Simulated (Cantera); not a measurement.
Input: 1 mol Si₃N₄, 0.62 mol N₂O, 6.2 mol N₂.

These are equilibrium values from Cantera (NASA tables, ideal gas, pure condensed phases), not measurements of a reactor. Candidate condensed phases: Si, SiO₂, Si₂N₂O, Si₃N₄; 16 gas species. Mutual solubility and eutectic melting of coexisting phases are not modelled. The numbers say what is thermodynamically allowed, not how fast it happens.

**Question.** What condenses at these points (T in K, P in Pa): (1925, 1); (1725, 1); (1625, 10000); (1625, 1000); (1425, 1); (1825, 10); (2025, 0.10)?

**Answer.** 
| T (K) | P in Pa | condensed phases | Si condensed (%) |
|---|---|---|---|
| 1925 | 1 | gas only | 0.0 |
| 1725 | 1 | Si | 43.0 |
| 1625 | 10000 | Si₂N₂O + Si₃N₄ | 100.0 |
| 1625 | 1000 | Si₂N₂O + Si₃N₄ | 99.9 |
| 1425 | 1 | Si + Si₂N₂O | 96.3 |
| 1825 | 10 | Si | 63.8 |
| 2025 | 0.10 | gas only | 0.0 |
